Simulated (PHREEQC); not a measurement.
Dissolve 0.032 mol HF and 0.0092 mol NH3 per kg of water at 5 °C. Closed to the air; pH follows from the charge balance.

All values are PHREEQC results (ion-association model, phreeqc.dat), not measurements.

No solid was allowed to form.

Task: Predict the pH, ionic strength.

Result: pH 2.71; ionic strength 0.0114 mol/kgw.

Task: In which forms is F present?

Result: HF 62 %, F- 33 %, HF2- 4.2 % of the F.

Constants without temperature data keep their 25 °C values here.
